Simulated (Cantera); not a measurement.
trisilylamine + N2 + H2 + NH3 (silicon nitride deposition)

A closed system holds: 1 mol trisilylamine, 30 mol N2, 0.38 mol H2, 0.19 mol NH3.

Equilibrium computed with Cantera from the NASA thermochemical tables; the gas is ideal and each condensed phase is pure. Candidate condensed phases: Si, Si3N4; 18 gas species. The feed counts by its element totals alone. The numbers say what is thermodynamically allowed, not how fast it happens.

Problem. Map the stable condensed phases over T = 1025, 1075, 1125, 1175, 1225, 1275, 1325, 1375, 1425, 1475, 1525 °C and P in Pa = 5, 17, 59, 210, 710, 2400, 8400, 29000, 100000.

Solution. 
```
T in °C \ P in Pa
              5     17     59    210    710   2400   8400  29000 100000
   1525       A      A      A      A      A      B      B      B      B
   1475       A      A      A      A      B      B      B      B      B
   1425       A      A      A      B      B      B      B      B      B
   1375       A      A      A      B      B      B      B      B      B
   1325       A      A      B      B      B      B      B      B      B
   1275       A      B      B      B      B      B      B      B      B
   1225       A      B      B      B      B      B      B      B      B
   1175       B      B      B      B      B      B      B      B      B
   1125       B      B      B      B      B      B      B      B      B
   1075       B      B      B      B      B      B      B      B      B
   1025       B      B      B      B      B      B      B      B      B
```
A: Si; B: Si3N4.
